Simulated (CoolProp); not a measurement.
Saturation properties of CF4 (R14) (Tc = -45.8 °C, pc = 37.62 bar, ω = 0.178).

Model: reference Helmholtz-energy equation of state, Platzer 1990, in CoolProp. This equation is an older, rougher fit; its heat capacities, sound speeds and derivatives of the liquid may be far off and weren't checked against measurements.

```json
[
 {"T (°C)": "-133.85", "p (bar)": "0.6606", "vapour density (kg/m³)": "5.149", "surface tension (mN/m)": "13.1", "liquid viscosity (µPa s)": "261", "vapour viscosity (µPa s)": "8.33"},
 {"T (°C)": "-131.45", "p (bar)": "0.7922", "vapour density (kg/m³)": "6.094", "surface tension (mN/m)": "12.6", "liquid viscosity (µPa s)": "249", "vapour viscosity (µPa s)": "8.50"},
 {"T (°C)": "-129.05", "p (bar)": "0.9436", "vapour density (kg/m³)": "7.168", "surface tension (mN/m)": "12.2", "liquid viscosity (µPa s)": "238", "vapour viscosity (µPa s)": "8.66"},
 {"T (°C)": "-126.65", "p (bar)": "___", "vapour density (kg/m³)": "8.382", "surface tension (mN/m)": "___", "liquid viscosity (µPa s)": "228", "vapour viscosity (µPa s)": "8.83"},
 {"T (°C)": "-124.25", "p (bar)": "1.313", "vapour density (kg/m³)": "9.750", "surface tension (mN/m)": "11.3", "liquid viscosity (µPa s)": "218", "vapour viscosity (µPa s)": "8.99"},
 {"T (°C)": "-121.75", "p (bar)": "1.546", "vapour density (kg/m³)": "11.35", "surface tension (mN/m)": "10.9", "liquid viscosity (µPa s)": "209", "vapour viscosity (µPa s)": "9.17"},
 {"T (°C)": "-119.35", "p (bar)": "1.797", "vapour density (kg/m³)": "13.07", "surface tension (mN/m)": "10.5", "liquid viscosity (µPa s)": "200", "vapour viscosity (µPa s)": "9.35"},
 {"T (°C)": "-116.95", "p (bar)": "2.079", "vapour density (kg/m³)": "14.99", "surface tension (mN/m)": "10.0", "liquid viscosity (µPa s)": "192", "vapour viscosity (µPa s)": "9.52"},
 {"T (°C)": "-114.55", "p (bar)": "2.394", "vapour density (kg/m³)": "17.12", "surface tension (mN/m)": "9.62", "liquid viscosity (µPa s)": "185", "vapour viscosity (µPa s)": "9.70"},
 {"T (°C)": "-112.15", "p (bar)": "2.743", "vapour density (kg/m³)": "19.47", "surface tension (mN/m)": "9.21", "liquid viscosity (µPa s)": "178", "vapour viscosity (µPa s)": "9.89"},
 {"T (°C)": "-109.75", "p (bar)": "3.130", "vapour density (kg/m³)": "22.07", "surface tension (mN/m)": "___", "liquid viscosity (µPa s)": "171", "vapour viscosity (µPa s)": "10.1"},
 {"T (°C)": "-107.35", "p (bar)": "3.556", "vapour density (kg/m³)": "24.93", "surface tension (mN/m)": "8.39", "liquid viscosity (µPa s)": "165", "vapour viscosity (µPa s)": "10.3"}
]
```

Some entries are withheld; supply them.


- -126.65, p (bar): 1.117
- -126.65, surface tension (mN/m): 11.8
- -109.75, surface tension (mN/m): 8.80

It boils at -128.0 °C under 1 atm.

Viscosity comes from a separate model (Huber 2003), an estimate that may be off by 10 % or more. Surface tension comes from a separate correlation (Mulero 2012).
